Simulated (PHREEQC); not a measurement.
0.018 g of hydrous ferric oxide (600 m²/g; 0.2 weak and 0.005 strong sites per Fe, Dzombak-Morel constants, diffuse double layer) in 1 kg of water with 0.1 mol/kgw of an inert sodium salt and 1.8e-05 mol/kgw Ag2SO4, at 25 °C; the pH is set by adding NaOH or the inert anion's acid. Oxygen alone is held at its pressure in air (log pO2 = -0.68). No CO2 enters from the air. Precipitation was switched off in this run.

Base run: PHREEQC, ion-association model, wateq4f.dat. Each further column changes one thing. The table gives S sorbed (%).

```csv
pH,base,no electrostatic term (-no_edl),background salt from 0.1 to 0.01 mol/kgw,oxide from 0.018 to 0.09 g/kgw
3,42.4,0.0,…,92.7
3.75,40.9,0.0,76.7,91.6
4.12,38.3,0.0,71.7,…
4.88,27.2,0.0,53.7,76.7
5.25,19.7,0.0,…,63.2
6,6.2,0.0,18.2,25.9
6.75,0.8,0.0,3.2,…
7.12,0.3,0.0,0.8,1.2
7.88,0.0,0.0,0.0,…
8.25,0.0,0.0,0.0,0.0
9,0.0,0.0,0.0,0.0
```

Question: Complete the blanks.

Answer: 
- 3, background salt from 0.1 to 0.01 mol/kgw: 80.2
- 4.12, oxide from 0.018 to 0.09 g/kgw: 89.5
- 5.25, background salt from 0.1 to 0.01 mol/kgw: 42.1
- 6.75, oxide from 0.018 to 0.09 g/kgw: 4.1
- 7.88, oxide from 0.018 to 0.09 g/kgw: 0.1

The oxide is taken as insoluble; below pH 4 it would dissolve.
